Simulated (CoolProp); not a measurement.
Vapour-liquid equilibrium of benzene (1) + ethylbenzene (2) at 1.06 MPa; x and y are mole fractions of (1).

The numbers come from the multi-fluid Helmholtz-energy mixture model, Thol 2012 and Zhou 2012; pair parameters Bell 2016 in CoolProp.

**Question.** Give the bubble temperature and the first vapour's composition at x = 0.45, 0.85, 0.95. Is there an azeotrope?

**Answer.** x = 0.45: 216.0 °C, y = 0.663; x = 0.85: 189.8 °C, y = 0.943; x = 0.95: 184.3 °C, y = 0.983. No azeotrope shows between x = 0.05 and 0.95.

The pair parameters rest on a limited set of measurements; away from them the model extrapolates.
